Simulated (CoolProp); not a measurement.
Model: reference Helmholtz-energy equation of state, Gao 2022, in CoolProp.

Problem. Give the vapour pressure (MPa), vapour density (kg/m³), enthalpy of vaporisation (kJ/kg) of saturated n-perfluorohexane at 326.6 K.

Solution. 
```tsv
T (K)	p (MPa)	vapour density (kg/m³)	enthalpy of vaporisation (kJ/kg)
326.6	0.0893	11.8	85.5
```
